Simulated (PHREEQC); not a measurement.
# Geothermal or formation water

Model water analysis in mmol/kgw, 90 °C, pH 6.34:

```json
[
 {"constituent": "Na", "mmol/kgw": "115"},
 {"constituent": "K", "mmol/kgw": "3.33"},
 {"constituent": "Ca", "mmol/kgw": "0.307"},
 {"constituent": "Mg", "mmol/kgw": "3.12"},
 {"constituent": "Cl", "mmol/kgw": "110"},
 {"constituent": "S(6)", "mmol/kgw": "7.22"},
 {"constituent": "Alkalinity (meq/kgw)", "mmol/kgw": "0.00224"},
 {"constituent": "Br", "mmol/kgw": "0.0158"}
]
```

Valence states are taken as typed.

Model: Pitzer model, pitzer.dat, run in PHREEQC.

This is a speciation only: nothing precipitates in the calculation.

Q: Estimate the specific conductance.

A: specific conductance 35000 µS/cm.

Q: In which forms is C present?

A: HCO3- 56 %, CO2 44 % of the C.

Constants without temperature data keep their 25 °C values here.
